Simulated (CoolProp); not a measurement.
Model: reference Helmholtz-energy equation of state, Span 2003, in CoolProp. It is a short technical equation, of lower accuracy than the large ones.

For n-heptane, give the phase and the Z, Joule-Thomson coefficient (K/MPa), isothermal compressibility (1/MPa), expansivity (1/kK) at 70.05 °C and 0.569 MPa; 125.75 °C and 0.569 MPa; 153.55 °C and 0.569 MPa.


- 70.05 °C and 0.569 MPa: liquid; Z 0.0312, Joule-Thomson coefficient -0.336, isothermal compressibility 0.00216, expansivity 1.39
- 125.75 °C and 0.569 MPa: liquid; Z 0.0292, Joule-Thomson coefficient -0.189, isothermal compressibility 0.00396, expansivity 1.76
- 153.55 °C and 0.569 MPa: liquid; Z 0.0288, Joule-Thomson coefficient -0.0672, isothermal compressibility 0.00587, expansivity 2.09
